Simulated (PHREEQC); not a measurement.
Make-up at 20 °C: 87 mmol/kgw KHCO3 and 6.5 mmol/kgw K2HPO4. Closed to the air; pH follows from the charge balance.

Computed with PHREEQC (ion-association model, phreeqc.dat).

This is a speciation only: nothing precipitates in the calculation.

Question: Predict the pH, ionic strength, density.

Answer: pH 8.22; ionic strength 0.107 mol/kgw; density 1.005 g/cm³.

Question: In which forms is C present?

Answer: HCO3- 98 %, CO3-2 1.4 %, CO2 1.1 % of the C.

Complexes and solids missing from the database can't appear.
